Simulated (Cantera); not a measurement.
Cantera run, input and output.

```python
import numpy as np
import cantera as ct

gas = ct.Solution("h2o2.yaml")


def delay(T, t_max=10):
    gas.TPX = T, 95000, {'H2': 0.74, 'O2': 0.278, 'N2': 1.04}
    reactor = ct.IdealGasReactor(gas, clone=False)
    net = ct.ReactorNet([reactor])
    net.rtol, net.atol = 1e-8, 1e-16
    while net.time < t_max:
        t_old, T_old = net.time, reactor.T
        net.step()
        if reactor.T > T + 400:  # ignition: a rise of 400 K
            return t_old + (T + 400 - T_old) / (reactor.T - T_old) * (net.time - t_old)
    return np.nan


taus = []
for T in [1075, 1125, 1175, 1225, 1275, 1325, 1375, 1425, 1475]:
    taus.append(delay(T))
    print(f"T0 = {T:6g} K   tau = {taus[-1]:.4e} s")

# d ln(tau) / d ln(k), from doubling and halving each rate constant
T, sens = 1225, []
for i in range(gas.n_reactions):
    gas.set_multiplier(2.0, i)
    up = delay(T)
    gas.set_multiplier(0.5, i)
    down = delay(T)
    gas.set_multiplier(1.0, i)
    sens.append((np.log(up / down) / np.log(4.0), gas.reaction(i).equation))
sens.sort(key=lambda x: -abs(x[0]))
print(f"sensitivities at {T} K")
for s, eq in sens[:10]:
    print(f"{s:8.3f}  {eq}")
```

Output:

```
T0 =   1075 K   tau = 1.1533e-04 s
T0 =   1125 K   tau = 7.6737e-05 s
T0 =   1175 K   tau = 5.5412e-05 s
T0 =   1225 K   tau = 4.2133e-05 s
T0 =   1275 K   tau = 3.3264e-05 s
T0 =   1325 K   tau = 2.7073e-05 s
T0 =   1375 K   tau = 2.2630e-05 s
T0 =   1425 K   tau = 1.9393e-05 s
T0 =   1475 K   tau = 1.7017e-05 s
sensitivities at 1225 K
  -0.774  H + O2 <=> O + OH
  -0.134  H2 + O <=> H + OH
  -0.055  H2 + OH <=> H + H2O
  -0.054  H + HO2 <=> H2 + O2
   0.027  H + O2 + M <=> HO2 + M
   0.023  H + O2 + N2 <=> HO2 + N2
  -0.016  H + O2 + H2O <=> HO2 + H2O
  -0.014  H + HO2 <=> 2 OH
   0.005  H + O2 + O2 <=> HO2 + O2
  -0.004  H + OH + M <=> H2O + M
```

Cantera simulation using the H2/O2 subset of GRI-Mech 3.0, which has no nitrogen chemistry; the numbers are that mechanism's predictions, not measurements. Where the delays flatten at high temperature, the 400 K rule measures the pace of heat release, not the induction time.
